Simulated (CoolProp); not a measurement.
A single-stage vapour-compression cycle with n-perfluoropentane: evaporating at 274.15 K (dew point), condensing at 327.15 K (bubble point), superheat 0 K, subcooling 0 K, compressor efficiency 0.85, no pressure losses. Each further row changes one setting.

The numbers come from the reference Helmholtz-energy equation of state, Gao 2022 in CoolProp.

| case | cooling COP | pressure ratio | discharge temperature (K) | refrigerating effect (kJ/kg) | volumetric capacity (kJ/m³) |
|---|---|---|---|---|---|
| as stated | 2.56 | 7.35 | 327.2 | 42.7 | 174 |
| evaporating temperature 279.15 K | 3.09 | 5.85 | 327.2 | 46.4 | 234 |
| condensing temperature 322.15 K | 3.09 | 6.29 | 322.1 | 48.2 | 196 |
| subcooling 5 K | 2.89 | 7.35 | 327.2 | 48.2 | 196 |
| superheat 10 K | 2.76 | 7.35 | 327.2 | 50.4 | 197 |
| compressor efficiency 0.75 | 2.25 | 7.35 | 327.2 | 42.7 | 174 |

The compression ends wet for: as stated; evaporating temperature 279.15 K; condensing temperature 322.15 K; subcooling 5 K; superheat 10 K; compressor efficiency 0.75.
